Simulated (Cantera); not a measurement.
A Cantera script and what it prints.

```python
import numpy as np
import cantera as ct

gas_names = """
    H HNO HNO2 HNO3 HO2 H2 H2O H2O2 N NH NH2 NH3 NH2OH NO NO2 NO3 N2 N2H2 N2H4 N2O O OH O2 O3
""".split()
cond_names = """
    H2O(s) H2O(L)
""".split()


# ... load() reads the species with a 1 bar reference pressure and builds the phases ...
atoms = {
    'H2O': {'H': 2, 'O': 1},
    'N2': {'N': 2},
}
top_T = {}  # K; cautious upper limits of use, not melting points


# ... equilibrate(T, P, feed) seeds the gas with the atoms and calls Mixture.equilibrate('TP', solver="vcs", rtol=1e-11, max_steps=5000) ...
results = []
feed = {'H2O': 1, 'N2': 1.5}  # mol
T = 1775  # K
P = 20  # Pa
mix = equilibrate(T, P, feed)
results.append((T, P, feed, dict(zip(mix.species_names, mix.species_moles))))
x = sorted(zip(gas.X, gas.species_names), reverse=True)
print(f"T = {T:g} K  P = {P:g} Pa  gas = {mix.phase_moles(0):.4g} mol")
print("   x: " + "  ".join(f"{s} {v:.3e}" for v, s in x if v > 1e-05))
print("   condensed (mol): " + ("  ".join(f"{mix.phase(i).name} {mix.phase_moles(i):.4g}"
      for i in range(1, mix.n_phases) if mix.phase_moles(i) > 1e-12) or "none"))
```

Result:

```
T = 1775 K  P = 20 Pa  gas = 2.526 mol
   x: N2 5.935e-01  H2O 3.783e-01  H2 1.439e-02  O2 6.250e-03  OH 4.019e-03  H 2.455e-03  NO 5.710e-04  O 5.352e-04
   condensed (mol): none
```

Equilibrium computed with Cantera from the NASA thermochemical tables; the gas is ideal and each condensed phase is pure.
